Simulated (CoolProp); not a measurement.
Vapour-liquid equilibrium of benzene (1) + cyclohexane (2) at 102.95 °C; x and y are mole fractions of (1).

Model: multi-fluid Helmholtz-energy mixture model, Thol 2012 and Zhou 2014; pair parameters Bell 2016, in CoolProp.

Give the bubble pressure and the first vapour's composition at x = 0.275, 0.5, 0.575. Is there an azeotrope?

x = 0.275: 2.043 bar, y = 0.313; x = 0.5: 2.094 bar, y = 0.512; x = 0.575: 2.097 bar, y = 0.574. y crosses x between x = 0.5 and 0.575: the model has an azeotrope there.

Pair parameters are fitted to limited data, so mixtures are less certain than the pure fluids.
